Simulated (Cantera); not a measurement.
**SiCl₄ + HCl + H₂ (silicon epitaxy and polysilicon growth)**

Charge: 1 mol SiCl₄, 1.4 mol HCl, 81 mol H₂, at 101000 Pa.

These are equilibrium values from Cantera (NASA tables, ideal gas, pure condensed phases), not measurements of a reactor. Candidate condensed phases: Si; 19 gas species. The tables' values for SiCl₃ are old estimates; treat these amounts as uncertain. Equilibrium is a limit: real reactors are often held back by kinetics, nucleation or transport.

```csv
T (K),log p H₂,log p HCl,log p SiCl₄,log p SiCl₂,log p SiHCl₃,log p SiCl₃,n Si(s)
875,-0.01,-1.74,-1.96,-7.17,-2.89,-5.45,0
950,-0.01,-1.71,-2.01,-5.85,-2.64,-4.69,0
1025,-0.01,-1.68,-2.07,-4.78,-2.47,-4.08,0
1100,-0.01,-1.64,-2.16,-3.90,-2.35,-3.60,0
1175,-0.01,-1.60,-2.27,-3.20,-2.31,-3.23,0
1250,-0.01,-1.55,-2.43,-2.68,-2.34,-2.99,0.000126
1325,-0.01,-1.45,-2.67,-2.44,-2.53,-2.92,0.130
1400,-0.02,-1.38,-3.00,-2.28,-2.79,-2.95,0.216
1475,-0.02,-1.35,-3.40,-2.18,-3.09,-3.06,0.259
1550,-0.02,-1.34,-3.82,-2.13,-3.41,-3.20,0.272
1625,-0.02,-1.33,-4.23,-2.10,-3.72,-3.35,0.270
```
log p: log10 of the partial pressure in bar; n: condensed amount in mol.

From 875 K to 1175 K nothing is condensed. From 1250 K to 1625 K the condensed part is Si(s). The main Si-bearing gas is SiCl₄ at 875 K and SiCl₂ at 1625 K.
